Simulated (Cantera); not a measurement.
Mixture: 17.6 % H2, 17.3 % O2, 65.1 % N2, at 99000 Pa, adiabatic and at constant volume. Ignition delay is the time to a rise of 400 K.

Detailed kinetics in Cantera: the H2/O2 subset of GRI-Mech 3.0, which has no nitrogen chemistry. Where the delays flatten at high temperature, the 400 K rule measures the pace of heat release, not the induction time.

### Question
Predict: delay at 1125 K; delay at 1225 K; delay at 1325 K; delay at 1425 K; delay at 1525 K.

### Answer
```json
{
  "delay at 1125 K": "75.3 µs",
  "delay at 1225 K": "42.9 µs",
  "delay at 1325 K": "29.1 µs",
  "delay at 1425 K": "22.4 µs",
  "delay at 1525 K": "19.2 µs"
}
```
